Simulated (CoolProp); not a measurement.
A closed Brayton cycle with carbon dioxide: compressor inlet 322.15 K and 8.5 MPa, high pressure 27.9 MPa, turbine inlet 985 K, compressor efficiency 0.8, turbine efficiency 0.85, recuperator effectiveness 0.95 (on enthalpy, no pinch check). Each further row changes one setting.

Model: reference Helmholtz-energy equation of state, Span 1996, in CoolProp.

| case | thermal efficiency (%) | net work (kJ/kg) | compressor to turbine work | compressor exit (K) | turbine exit (K) |
|---|---|---|---|---|---|
| as stated | ? | 113 | 0.36 | 419.0 | 835.7 |
| turbine inlet 935 K | ? | ? | 0.38 | 419.0 | 790.6 |
| compressor inlet 332.15 K | ? | ? | 0.41 | 439.2 | 835.7 |
| high pressure 23.7 MPa | 38.6 | ? | ? | 405.1 | 855.4 |
| recuperator effectiveness 0.5 | 22.3 | 113 | 0.36 | 419.0 | 835.7 |

Question: What belongs in the gaps?

Answer: 
- as stated, thermal efficiency (%): 39.1
- turbine inlet 935 K, thermal efficiency (%): 37.3
- turbine inlet 935 K, net work (kJ/kg): 103
- compressor inlet 332.15 K, thermal efficiency (%): 37.4
- compressor inlet 332.15 K, net work (kJ/kg): 104
- high pressure 23.7 MPa, net work (kJ/kg): 101
- high pressure 23.7 MPa, compressor to turbine work: 0.34
